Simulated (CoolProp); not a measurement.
Carbon dioxide at several states: fugacity coefficient from the reference equation and from simpler models built on Tc = 304.1 K, pc = 7.377 MPa, ω = 0.224; each cubic takes its own stable root.

The numbers come from the reference Helmholtz-energy equation of state, Span 1996 in CoolProp.

```tsv
T (K)	p (MPa)	phase	reference	van der Waals	Redlich-Kwong	Soave-Redlich-Kwong	Peng-Robinson
342.7	1.31	gas	0.9596	0.9609	0.9578	0.9602	0.9545
432	0.345	gas	0.9953	0.9943	0.9946	0.9958	0.9947
450.1	42	supercritical	0.7149	0.6382	0.6727	0.7839	0.7165
429.8	1.67	gas	0.9772	0.9724	0.9735	0.9797	0.9741
765.3	28.5	supercritical	1.032	0.9565	0.9884	1.076	1.040
516.6	0.348	gas	0.9978	0.9966	0.9971	0.9985	0.9976
```
